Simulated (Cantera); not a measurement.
Charge: 1 mol Fe₂O₃, 0.67 mol H₂S, 0.27 mol O₂, held at 875 °C and 28.5 Torr.

These are equilibrium values from Cantera (NASA tables, ideal gas, pure condensed phases), not measurements of a reactor. Candidate condensed phases: Fe, FeO, Fe(OH)₂, Fe(OH)₃, FeS, FeSO₄, FeS₂, Fe₂O₃, Fe₂(SO₄)₃, Fe₃O₄, H₂O, H₂SO₄, S; 22 gas species. Mutual solubility and eutectic melting of coexisting phases are not modelled. FeS: taken at fixed stoichiometry. Gases not in the tables: S₃ to S₇. The numbers say what is thermodynamically allowed, not how fast it happens.

Base state: H₂O 0.644, SO₂ 0.300, S₂ 0.0334, H₂S 0.0116, H₂ 0.00972, S₂O 0.00104, SO 0.000231, SH 4.69e-5 (mole fractions); condensed: FeS(s) + Fe₃O₄(s).

Q: What changes in the equilibrium state with this change: pressure from 28.5 Torr to 7.50 Torr?

A: 
```json
[
 {"species": "H₂O", "before": "0.644", "after": "0.638"},
 {"species": "SO₂", "before": "0.300", "after": "0.293"},
 {"species": "S₂", "before": "0.0334", "after": "0.0427"},
 {"species": "H₂", "before": "0.00972", "after": "0.0145"},
 {"species": "H₂S", "before": "0.0116", "after": "0.0101"},
 {"species": "SO", "before": "0.000231", "after": "0.000339"},
 {"species": "SH", "before": "4.69e-5", "after": "6.49e-5"},
 {"species": "FeS(s), mol", "before": "0.286", "after": "0.275"},
 {"species": "Fe₃O₄(s), mol", "before": "0.571", "after": "0.575"}
]
```

Q: What changes in the equilibrium state with this change: temperature from 875 °C to 975 °C?

A: 
```
species          before     after
-------------  --------  --------
H₂O               0.644     0.631
SO₂               0.300     0.291
S₂               0.0334    0.0454
H₂              0.00972    0.0185
H₂S              0.0116    0.0121
SH              4.69e-5  0.000141
SO             0.000231  0.000680
S₂O             0.00104   0.00125
FeS(s), mol       0.286     0.268
Fe₃O₄(s), mol     0.571     0.577
```
